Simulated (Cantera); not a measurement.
## C + O₂ (carbon deposition, reforming and gasification)

A closed system holds: 1 mol C, 0.16 mol O₂, held at 1.00 bar.

These are equilibrium values from Cantera (NASA tables, ideal gas, pure condensed phases), not measurements of a reactor. Candidate condensed phases: C; 23 gas species. Ions and electrons are included (thermal ionisation). Kinetics and transport are ignored.

```json
[
 {"T (K)": "2500", "log p CO": "0.00", "log p C": "-6.78", "log p C₃": "-6.30", "log p C₂": "-7.34", "log p C₅": "-8.83", "log p C₄": "-9.51", "log p C₂O": "-6.59", "n C(graphite)": "0.680"},
 {"T (K)": "2750", "log p CO": "0.00", "log p C": "-5.42", "log p C₃": "-4.77", "log p C₂": "-5.79", "log p C₅": "-6.87", "log p C₄": "-7.58", "log p C₂O": "-5.83", "n C(graphite)": "0.680"},
 {"T (K)": "3000", "log p CO": "0.00", "log p C": "-4.30", "log p C₃": "-3.51", "log p C₂": "-4.50", "log p C₅": "-5.24", "log p C₄": "-5.98", "log p C₂O": "-5.19", "n C(graphite)": "0.680"},
 {"T (K)": "3250", "log p CO": "0.00", "log p C": "-3.34", "log p C₃": "-2.44", "log p C₂": "-3.41", "log p C₅": "-3.88", "log p C₄": "-4.62", "log p C₂O": "-4.65", "n C(graphite)": "0.676"},
 {"T (K)": "3500", "log p CO": "-0.02", "log p C": "-2.53", "log p C₃": "-1.53", "log p C₂": "-2.49", "log p C₅": "-2.71", "log p C₄": "-3.47", "log p C₂O": "-4.20", "n C(graphite)": "0.644"},
 {"T (K)": "3750", "log p CO": "-0.12", "log p C": "-1.82", "log p C₃": "-0.75", "log p C₂": "-1.68", "log p C₅": "-1.70", "log p C₄": "-2.47", "log p C₂O": "-3.90", "n C(graphite)": "0.388"},
 {"T (K)": "4000", "log p CO": "-0.24", "log p C": "-1.35", "log p C₃": "-0.52", "log p C₂": "-1.28", "log p C₅": "-1.57", "log p C₄": "-2.20", "log p C₂O": "-3.83", "n C(graphite)": "0"},
 {"T (K)": "4250", "log p CO": "-0.27", "log p C": "-1.03", "log p C₃": "-0.57", "log p C₂": "-1.10", "log p C₅": "-1.88", "log p C₄": "-2.29", "log p C₂O": "-3.76", "n C(graphite)": "0"},
 {"T (K)": "4500", "log p CO": "-0.30", "log p C": "-0.76", "log p C₃": "-0.68", "log p C₂": "-0.98", "log p C₅": "-2.26", "log p C₄": "-2.46", "log p C₂O": "-3.73", "n C(graphite)": "0"},
 {"T (K)": "4750", "log p CO": "-0.35", "log p C": "-0.54", "log p C₃": "-0.86", "log p C₂": "-0.92", "log p C₅": "-2.74", "log p C₄": "-2.72", "log p C₂O": "-3.74", "n C(graphite)": "0"},
 {"T (K)": "5000", "log p CO": "-0.39", "log p C": "-0.39", "log p C₃": "-1.13", "log p C₂": "-0.95", "log p C₅": "-3.36", "log p C₄": "-3.11", "log p C₂O": "-3.80", "n C(graphite)": "0"}
]
```
log p: log10 of the partial pressure in bar; n: condensed amount in mol.

From 2500 K to 3750 K the condensed part is C(graphite). From 4000 K to 5000 K nothing is condensed. The main C-bearing gas is CO at 2500 K and C at 5000 K.
